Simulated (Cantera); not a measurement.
**Adiabatic ignition**

An adiabatic, constant-pressure homogeneous reactor starts with 10.8 % CH4, 1.83 % C2H6, 17.5 % O2, 69.9 % N2, equivalence ratio 1.6, at 1150 K and 0.520 bar.

Cantera simulation using GRI-Mech 3.0 (53 species, 325 reactions); the numbers are that mechanism's predictions, not measurements.

```
t (s)     T (K)   x CH4  x C2H6     x O2      x NO     x H2O    x NO2   x C2H
--------  -----  ------  ------  -------  --------  --------  -------  ------
4.00e-6    1150   0.108  0.0183    0.175    <1e-12  1.87e-11   <1e-12  <1e-12
1.02e-5    1150   0.108  0.0183    0.175    <1e-12  1.43e-10   <1e-12  <1e-12
2.61e-5    1150   0.108  0.0183    0.175    <1e-12   1.03e-9   <1e-12  <1e-12
6.66e-5    1150   0.108  0.0183    0.175    <1e-12   7.15e-9   <1e-12  <1e-12
0.000170   1150   0.108  0.0183    0.175    <1e-12   4.82e-8   <1e-12  <1e-12
0.000434   1150   0.108  0.0183    0.175    <1e-12   3.48e-7   <1e-12  <1e-12
0.00111    1150   0.108  0.0183    0.175    <1e-12   3.38e-6   <1e-12  <1e-12
0.00283    1150   0.108  0.0183    0.174    <1e-12   5.29e-5   <1e-12  <1e-12
0.00722    1157   0.106  0.0170    0.173    <1e-12   0.00188   <1e-12  <1e-12
0.0184     2417  <1e-12  <1e-12  9.72e-5  0.000165     0.151  2.43e-9  <1e-12
0.0471     2418  <1e-12  <1e-12  9.22e-5  0.000299     0.151  4.38e-9  <1e-12
0.120      2417  <1e-12  <1e-12  9.16e-5  0.000366     0.151  5.35e-9  <1e-12
0.307      2417  <1e-12  <1e-12  9.16e-5  0.000369     0.151  5.39e-9  <1e-12
0.783      2417  <1e-12  <1e-12  9.16e-5  0.000369     0.151  5.39e-9  <1e-12
2.00       2417  <1e-12  <1e-12  9.16e-5  0.000369     0.151  5.39e-9  <1e-12
```
x: mole fraction; the columns are a selection and need not sum to one.

The time of steepest temperature rise is 11.5 ms and the temperature at 2.00 s comes out as 2417 K. The equilibrium temperature is 2417 K. The x(CH4) at 2.00 s is <1e-12 (gas-phase equilibrium <1e-12) and the x(C2H6) at 2.00 s is <1e-12 (gas-phase equilibrium <1e-12). The x(O2) at 2.00 s is 9.16e-5 (gas-phase equilibrium 9.16e-5).
